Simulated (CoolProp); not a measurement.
Computed with CoolProp (reference Helmholtz-energy equation of state, Setzmann 1991).

Q: For methane, give the phase and the density (kg/m³), cv (kJ/(kg K)), isothermal compressibility (1/MPa), viscosity (µPa s) at 189.5 K and 61.8 bar; 275.2 K and 61.8 bar; 296.6 K and 61.8 bar.

A: 
- 189.5 K and 61.8 bar: liquid; density 267, cv 1.93, isothermal compressibility 0.0477, viscosity 29.2
- 275.2 K and 61.8 bar: supercritical; density 50.3, cv 1.74, isothermal compressibility 0.186, viscosity 11.9
- 296.6 K and 61.8 bar: supercritical; density 44.8, cv 1.77, isothermal compressibility 0.178, viscosity 12.4

Viscosity comes from a separate model (Quiñones-Cisneros 2006).
